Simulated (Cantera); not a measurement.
Input (Python, Cantera) and output of one run.

```python
import numpy as np
import cantera as ct

gas_names = """
    FeCL2 Fe2CL6
""".split()
cond_names = """
    Fe(a) Fe(c) Fe(d) Fe(L)
""".split()


# ... load() reads the species with a 1 bar reference pressure and builds the phases ...
species = {s.name: s for s in load("nasa_gas.yaml", gas_names) + load("nasa_condensed.yaml", cond_names)}
# Each term lists the table entries of one substance; the one whose range holds T is used.
reactions = {
    '3 FeCl2(g) = Fe + Fe2Cl6(g)':
        [(-3, ['FeCL2']), (1, ['Fe(a)', 'Fe(c)', 'Fe(d)', 'Fe(L)']), (1, ['Fe2CL6'])],
}


def pick(names, T):
    return next(species[n] for n in names if species[n].thermo.min_temp <= T <= species[n].thermo.max_temp)


results = []
for label, terms in reactions.items():
    print(label)
    print("     T/K   dH/kJ  dS/(J/K)   dG/kJ   log10 K")
    for T in [1048, 1148, 1248, 1348, 1448, 1548, 1648]:
        used = [(nu, pick(names, T)) for nu, names in terms]
        dH = sum(nu * s.thermo.h(T) for nu, s in used) / 1e6
        dS = sum(nu * s.thermo.s(T) for nu, s in used) / 1e3
        dG = dH - T * dS / 1e3
        logK = -dG * 1e6 / (ct.gas_constant * T * np.log(10))
        results.append((label, T, dH, dS, dG, logK, [s.name for _, s in used]))
        print(f"{T:8g} {dH:8.1f} {dS:8.1f} {dG:8.1f} {logK:8.2f}")
```

Result:

```
3 FeCl2(g) = Fe + Fe2Cl6(g)
     T/K   dH/kJ  dS/(J/K)   dG/kJ   log10 K
    1048   -205.9   -293.8    101.9    -5.08
    1148   -201.5   -289.7    131.1    -5.96
    1248   -197.8   -286.6    159.9    -6.69
    1348   -195.2   -284.6    188.4    -7.30
    1448   -192.6   -282.7    216.8    -7.82
    1548   -190.0   -281.0    245.0    -8.27
    1648   -187.4   -279.4    273.0    -8.65
```

Standard-state values (1 bar) from the NASA 1993 polynomials, evaluated with Cantera. Condensed species are held in their standard states even where they would react or evaporate.
